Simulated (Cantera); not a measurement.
## Ammonia decomposition in nitride growth gas

An isothermal, constant-pressure homogeneous reactor starts with 27.8 % NH3, 72.2 % N2, at 1925 K and 4400 Pa.

Detailed kinetics in Cantera: the gas-phase N/H chemistry of the illustrative SiF4/NH3 mechanism in the Surface Chemkin manual (1991). Walls and surfaces, which speed up NH3 decomposition in real reactors, are not modelled.

| t (s) | x NH3 | x N | x H2 | x N2 | x N2H2 | x NH2 | x NH |
|---|---|---|---|---|---|---|---|
| 0.000100 | 0.278 | <1e-12 | 5.31e-6 | 0.722 | 2.30e-10 | 1.08e-5 | 1.21e-9 |
| 0.000228 | 0.278 | 3.51e-12 | 1.24e-5 | 0.722 | 1.57e-9 | 2.50e-5 | 8.28e-9 |
| 0.000521 | 0.278 | 5.23e-11 | 2.88e-5 | 0.722 | 9.67e-9 | 5.73e-5 | 5.86e-8 |
| 0.00119 | 0.278 | 5.59e-10 | 6.87e-5 | 0.722 | 5.98e-8 | 0.000130 | 3.54e-7 |
| 0.00271 | 0.277 | 2.72e-9 | 0.000192 | 0.722 | 3.49e-7 | 0.000290 | 1.41e-6 |
| 0.00620 | 0.277 | 1.17e-8 | 0.000789 | 0.722 | 1.39e-6 | 0.000551 | 3.58e-6 |
| 0.0141 | 0.275 | 4.02e-8 | 0.00325 | 0.722 | 2.20e-6 | 0.000666 | 5.26e-6 |
| 0.0323 | 0.269 | 1.06e-7 | 0.00944 | 0.721 | 2.18e-6 | 0.000630 | 6.28e-6 |
| 0.0737 | 0.258 | 2.46e-7 | 0.0231 | 0.719 | 2.04e-6 | 0.000567 | 7.56e-6 |
| 0.168 | 0.233 | 4.57e-7 | 0.0517 | 0.714 | 1.77e-6 | 0.000490 | 8.63e-6 |
| 0.384 | 0.188 | 6.50e-7 | 0.105 | 0.707 | 1.31e-6 | 0.000397 | 8.82e-6 |
| 0.876 | 0.121 | 7.49e-7 | 0.184 | 0.695 | 7.28e-7 | 0.000280 | 7.80e-6 |
| 2.00 | 0.0508 | 7.37e-7 | 0.266 | 0.683 | 2.45e-7 | 0.000149 | 5.60e-6 |
x: mole fraction; the columns are a selection and need not sum to one.

Equilibrium at this temperature and pressure: NH3 1.52e-7, N 1.14e-9, H2 0.324, N2 0.673, N2H2 <1e-12, NH2 3.46e-9, NH 1.06e-9 (gas phase only).
